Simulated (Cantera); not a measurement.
Input: 1 mol SiH2Cl2, 0.056 mol C2H4, 30 mol H2, at 1098 K and 1.00 bar.

Cantera equilibrium calculation (NASA polynomials, part measured and part estimated; ideal gas, pure solids and liquids). Candidate condensed phases: C, C6H6, C7H8, C8H18, Si, SiC; 109 gas species. Mutual solubility and eutectic melting of coexisting phases are not modelled. The tables' values for SiCl3 are old estimates; treat these amounts as uncertain. The numbers say what is thermodynamically allowed, not how fast it happens.

Base state: H2 0.972, HCl 0.0128, SiHCl3 0.00707, SiCl4 0.00637, SiH2Cl2 0.000938, SiCl3 0.000392, SiCl2 0.000339, SiH3Cl 3.30e-5 (mole fractions); condensed: Si(s) + SiC(s).

### Question
What changes in the equilibrium state with this change: pressure from 1.00 bar to 0.0810 bar?

### Answer
| species | before | after |
|---|---|---|
| H2 | 0.972 | 0.965 |
| HCl | 0.0128 | 0.0234 |
| SiCl4 | 0.00637 | 0.00596 |
| SiHCl3 | 0.00707 | 0.00357 |
| CH4 | 2.95e-5 | 2.35e-6 |
| SiH3Cl | 3.30e-5 | 4.87e-6 |
| Si(s), mol | 0.410 | 0.518 |
| SiC(s), mol | 0.111 | 0.112 |
